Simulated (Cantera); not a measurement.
**Adiabatic ignition**

An adiabatic, constant-volume homogeneous reactor starts with H₂ : O₂ : N₂ = 1 : 1.43 : 5.37 (molar parts), at 1750 K and 1.00 atm.

Computed with Cantera and the H2/O2 subset of GRI-Mech 3.0, which has no nitrogen chemistry.

| t (s) | T (K) | P (bar) | x H₂ | x O₂ | x O | x H₂O₂ | x HO₂ |
|---|---|---|---|---|---|---|---|
| 1.00e-6 | 1750 | 1.01 | 0.128 | 0.183 | 9.58e-7 | 1.63e-8 | 1.98e-6 |
| 3.98e-6 | 1750 | 1.01 | 0.127 | 0.183 | 0.000156 | 1.37e-7 | 1.15e-5 |
| 1.58e-5 | 1975 | 1.13 | 0.0128 | 0.112 | 0.0357 | 5.40e-7 | 2.37e-5 |
| 6.31e-5 | 2421 | 1.35 | 0.00722 | 0.115 | 0.0182 | 2.37e-7 | 1.09e-5 |
| 0.000251 | 2632 | 1.44 | 0.00328 | 0.119 | 0.00792 | 4.62e-7 | 1.56e-5 |
| 0.00100 | 2634 | 1.44 | 0.00325 | 0.119 | 0.00784 | 4.68e-7 | 1.57e-5 |
| 0.00398 | 2634 | 1.44 | 0.00325 | 0.119 | 0.00784 | 4.68e-7 | 1.57e-5 |
| 0.0158 | 2634 | 1.44 | 0.00325 | 0.119 | 0.00784 | 4.68e-7 | 1.57e-5 |
| 0.0631 | 2634 | 1.44 | 0.00325 | 0.119 | 0.00784 | 4.68e-7 | 1.57e-5 |
| 0.251 | 2634 | 1.44 | 0.00325 | 0.119 | 0.00784 | 4.68e-7 | 1.57e-5 |
| 1.00 | 2634 | 1.44 | 0.00325 | 0.119 | 0.00784 | 4.68e-7 | 1.57e-5 |
x: mole fraction; the columns are a selection and need not sum to one.

- time of steepest temperature rise: 8.18 µs
- temperature at 1.00 s: 2634 K
- equilibrium temperature: 2634 K
- x(H₂) at 1.00 s: 0.00325 (gas-phase equilibrium 0.00325)
- x(O₂) at 1.00 s: 0.119 (gas-phase equilibrium 0.119)
- x(O) at 1.00 s: 0.00784 (gas-phase equilibrium 0.00784)
